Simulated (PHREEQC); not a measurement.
PHREEQC input (Pitzer model, pitzer.dat):

```
SOLUTION 1
  temp 50
  units mol/kgw
  pH 7 charge
  Cl 1.057
  Mg 0.011
  Na 0.055
  Ca 0.28
  K 0.42
END
USE solution 1
INCREMENTAL_REACTIONS false
REACTION 1
  H2O -1
  0 9.886 18.011 24.689 30.178 34.689 38.397 41.444
  43.949 46.007 47.699 49.089 50.232 51.172 51.944 moles
EQUILIBRIUM_PHASES 1
  Bischofite 0 0
  Brucite 0 0
  Carnallite 0 0
  Halite 0 0
  Portlandite 0 0
  Sylvite 0 0
  MgCl2_4H2O 0 0
SELECTED_OUTPUT 1
  -reset false
  -pH true
  -pe true
  -ionic_strength true
  -water true
  -activities H2O
  -totals Ca Cl K Mg Na
  -molalities H+ Na+ K+ Mg+2 Ca+2 Cl- OH- MgOH+
  -equilibrium_phases Bischofite Brucite Carnallite Halite Portlandite Sylvite MgCl2_4H2O
PRINT
  -reset false
END
```

Selected output (columns that matter, 11 of 15 rows; water left (kg) added in front):

```
water left (kg)	pH	mu	Ca	Cl	K	Mg	Na	m_H+	m_Na+	m_K+	m_Mg+2	la_H2O	Halite	Sylvite
1	6.3867	1.348	0.28	1.057	0.42	0.011	0.055	4.813e-07	0.055	0.42	0.011	-0.012902	0	0
0.821894	6.3481	1.6401	0.34068	1.2861	0.51101	0.013384	0.066919	4.9616e-07	0.066919	0.51101	0.013384	-0.015906	0	0
0.555203	6.2457	2.4279	0.50432	1.9038	0.75648	0.019813	0.099063	5.2729e-07	0.099063	0.75648	0.019812	-0.024504	0	0
0.456313	6.1766	2.9541	0.61361	2.3164	0.92042	0.024106	0.12053	5.452e-07	0.12053	0.92042	0.024106	-0.030675	0	0
0.30824	5.9804	4.3732	0.90838	3.4291	1.3626	0.035687	0.17843	5.9907e-07	0.17843	1.3626	0.035686	-0.049063	0	0
0.253345	5.8387	5.3208	1.1052	4.1722	1.6578	0.043419	0.2171	6.4883e-07	0.2171	1.6578	0.043419	-0.062699	0	0
0.208215	5.6547	6.4741	1.3448	5.0765	2.0171	0.05283	0.26415	7.3256e-07	0.26415	2.0171	0.05283	-0.08061	0	0
0.140655	5.1174	9.5837	1.9907	7.5149	2.986	0.078206	0.39103	1.1281e-06	0.39103	2.986	0.078205	-0.1344	0	0
0.115613	4.8273	10.978	2.4219	8.4608	2.951	0.095145	0.47573	1.4544e-06	0.47573	2.951	0.095144	-0.16123	0	0.07883
0.0780853	4.1287	13.977	3.5858	10.251	2.093	0.14087	0.70436	2.5126e-06	0.70436	2.093	0.14087	-0.23607	0	0.25657
0.0641769	3.6867	15.981	4.3629	11.446	1.7756	0.1714	0.60226	3.4661e-06	0.60226	1.7756	0.1714	-0.29484	0.016349	0.30605
```

Away from 25 °C the constants follow the database's enthalpies or fits; those with neither stay at their 25 °C values.
